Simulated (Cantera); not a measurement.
# Ammonia decomposition in nitride growth gas

An isothermal, constant-pressure homogeneous reactor starts with NH3 : N2 = 1 : 0.48 (molar parts), at 1775 K and 0.560 bar.

Model: the gas-phase N/H chemistry of the illustrative SiF4/NH3 mechanism in the Surface Chemkin manual (1991), integrated in Cantera. Walls and surfaces, which speed up NH3 decomposition in real reactors, are not modelled.

| t (s) | x NH3 | x NH | x H | x NH2 | x N | x N2H2 |
|---|---|---|---|---|---|---|
| 0.000300 | 0.675 | 3.30e-7 | 6.77e-8 | 0.000144 | 1.91e-10 | 2.71e-7 |
| 0.00111 | 0.675 | 1.13e-6 | 2.21e-7 | 0.000310 | 1.09e-9 | 1.41e-6 |
| 0.00413 | 0.672 | 1.27e-6 | 7.01e-7 | 0.000322 | 3.61e-9 | 1.55e-6 |
| 0.0153 | 0.661 | 1.44e-6 | 2.39e-6 | 0.000312 | 1.23e-8 | 1.51e-6 |
| 0.0569 | 0.624 | 1.74e-6 | 8.17e-6 | 0.000288 | 3.49e-8 | 1.37e-6 |
| 0.211 | 0.510 | 1.90e-6 | 2.68e-5 | 0.000243 | 6.26e-8 | 9.91e-7 |
| 0.783 | 0.275 | 1.64e-6 | 7.77e-5 | 0.000157 | 7.66e-8 | 4.04e-7 |
| 2.91 | 0.0626 | 8.69e-7 | 0.000178 | 5.37e-5 | 6.42e-8 | 5.14e-8 |
| 10.8 | 0.00686 | 1.98e-7 | 0.000279 | 8.44e-6 | 2.12e-8 | 1.50e-9 |
| 40.0 | 0.00113 | 3.75e-8 | 0.000301 | 1.49e-6 | 4.31e-9 | 4.87e-11 |
x: mole fraction; the columns are a selection and need not sum to one.

Equilibrium at this temperature and pressure: NH3 5.05e-6, NH 1.68e-10, H 0.000303, NH2 6.68e-9, N 1.95e-11, N2H2 <1e-12 (gas phase only).
